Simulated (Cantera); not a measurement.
## Pyrogenic steam for wet oxidation

An isothermal, constant-pressure homogeneous reactor starts with H2 : O2 : N2 = 0.34 : 1 : 16 (molar parts), equivalence ratio 0.17, at 1025 K and 90.0 Torr.

Computed with Cantera and the H2/O2 subset of GRI-Mech 3.0, which has no nitrogen chemistry. Radical loss at walls, strong at low pressure, is not modelled.

```csv
t (s),x H2,x O2,x H2O,x H2O2,x H
2.00e-5,0.0196,0.0577,<1e-12,<1e-12,3.70e-12
5.87e-5,0.0196,0.0577,<1e-12,<1e-12,1.06e-11
0.000172,0.0196,0.0577,1.25e-11,<1e-12,3.46e-11
0.000505,0.0196,0.0577,2.39e-10,<1e-12,2.25e-10
0.00148,0.0196,0.0577,2.84e-8,1.72e-12,1.85e-8
0.00435,0.0133,0.0546,0.00475,1.69e-7,0.00275
0.0128,0.000237,0.0483,0.0194,2.23e-7,0.000199
0.0374,2.42e-5,0.0483,0.0198,1.10e-7,3.12e-6
0.110,3.02e-6,0.0483,0.0198,3.58e-8,1.32e-7
0.322,3.31e-7,0.0483,0.0198,9.13e-9,8.71e-9
0.945,3.74e-8,0.0483,0.0198,2.35e-9,8.44e-10
2.77,6.94e-9,0.0483,0.0198,6.82e-10,1.15e-10
8.13,1.86e-9,0.0483,0.0198,2.16e-10,1.91e-11
23.9,5.70e-10,0.0483,0.0198,7.16e-11,3.51e-12
70.0,1.90e-10,0.0483,0.0198,2.47e-11,<1e-12
```
x: mole fraction; the columns are a selection and need not sum to one.

Equilibrium at this temperature and pressure: H2 4.73e-11, O2 0.0483, H2O 0.0198, H2O2 5.80e-12, H <1e-12 (gas phase only).
